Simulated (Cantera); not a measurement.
Source: NASA polynomial tables (part measured, part estimated), evaluated in Cantera. Values are per mole of reaction as written; species without (g) are pure solids or liquids, kept so even where they would boil at 1 bar.

### Question
Between 1498 and 2098 K, where is each reaction favourable under standard conditions?
- SrCl₂ = 2 Cl(g) + Sr

### Answer
- SrCl₂ = 2 Cl(g) + Sr: ΔG° is 684 kJ at 1498 K and 546 kJ at 2098 K; it stays positive (K < 1). ΔH° is 1020 kJ and ΔS° 226 J/K at 2098 K.
